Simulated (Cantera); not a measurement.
Feed: 1 mol SiC, 0.82 mol H₂O, 84 mol H₂, equilibrated at 775 °C and 1.60e-6 bar.

These are equilibrium values from Cantera (NASA tables, ideal gas, pure condensed phases), not measurements of a reactor. Candidate condensed phases: C, C₆H₆, C₇H₈, C₈H₁₈, H₂O, Si, SiC, SiO₂; 123 gas species. Mutual solubility and eutectic melting of coexisting phases are not modelled. The numbers say what is thermodynamically allowed, not how fast it happens.

Base state: H₂ 0.996, CO 0.00330, SiO 0.000266 (mole fractions); condensed: SiC(s) + SiO₂(β-quartz).

Problem. What changes in the equilibrium state with this change: temperature from 775 °C to 1927 °C?

Solution. 
| species | before | after |
|---|---|---|
| H | 6.10e-6 | 0.943 |
| H₂ | 0.996 | 0.0449 |
| Si | <1e-9 | 0.00598 |
| C | <1e-9 | 0.000409 |
| C₃ | <1e-9 | 0.000118 |
| SiC(s), mol | 0.719 | 0 |
| SiO₂(β-quartz), mol | 0.258 | 0 |
